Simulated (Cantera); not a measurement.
Cantera run, input and output.

```python
import numpy as np
import cantera as ct

gas = ct.Solution("gri30.yaml")
gas.TPX = 1750, 1333, {'CH4': 1, 'N2': 99}
inlet = ct.Reservoir(gas, clone=True)

reactor = ct.IdealGasConstPressureReactor(gas, energy="off", clone=False)
exhaust = ct.Reservoir(gas, clone=True)
tau = [21, 5.5, 1.5, 0.39, 0.1, 0.028, 0.0073, 0.0019, 0.00051][0]
for a, b in ((inlet, reactor), (reactor, exhaust)):
    ct.MassFlowController(a, b, mdot=lambda t: reactor.mass / tau)
net = ct.ReactorNet([reactor])
show = ['CH4', 'C2H2', 'H2', 'H', 'HCN', 'C2H4']

rows = []
print(f"{'tau/s':>10s}{'T/K':>9s}" + "".join(f"{s:>11s}" for s in show))
for tau in [21, 5.5, 1.5, 0.39, 0.1, 0.028, 0.0073, 0.0019, 0.00051]:
    net.initial_time = 0.0
    net.advance(30 * tau)
    before = gas.X
    net.advance(40 * tau)
    drift = np.max(np.abs(gas.X - before) / (gas.X + 1e-9))
    rows.append([gas.T, *gas[show].X, drift])
    print(f"{tau:10.3e}{gas.T:9.1f}" + "".join(f"{x:11.3e}" for x in gas[show].X))
```

Result:

```
     tau/s      T/K        CH4       C2H2         H2          H        HCN       C2H4
 2.100e+01   1750.0  3.691e-04  4.633e-03  1.420e-02  9.491e-05  2.146e-04  2.923e-06
 5.500e+00   1750.0  9.563e-04  4.385e-03  1.328e-02  7.003e-05  6.036e-05  1.290e-05
 1.500e+00   1750.0  2.251e-03  3.690e-03  1.126e-02  4.853e-05  1.524e-05  4.904e-05
 3.900e-01   1750.0  4.762e-03  2.295e-03  7.324e-03  2.768e-05  2.690e-06  1.504e-04
 1.000e-01   1750.0  8.141e-03  5.597e-04  2.233e-03  8.720e-06  1.620e-07  1.953e-04
 2.800e-02   1750.0  9.753e-03  1.777e-05  1.845e-04  1.409e-06  2.010e-09  2.679e-05
 7.300e-03   1750.0  9.956e-03  1.184e-07  2.265e-05  6.487e-07  4.055e-11  7.131e-07
 1.900e-03   1750.0  9.989e-03  5.544e-10  5.091e-06  5.583e-07  1.279e-12  1.294e-08
 5.100e-04   1750.0  9.997e-03  2.298e-12  1.073e-06  4.380e-07  6.207e-14  2.008e-10
```

Detailed kinetics in Cantera: GRI-Mech 3.0 (53 species, 325 reactions). GRI-Mech 3.0 stops at C3 and has no aromatics, soot or wall deposition, so with more carbon than oxygen in the feed, carbon stays in small species such as C2H2 where larger ones or solid carbon would form. Radical loss at walls, strong at low pressure, is not modelled.
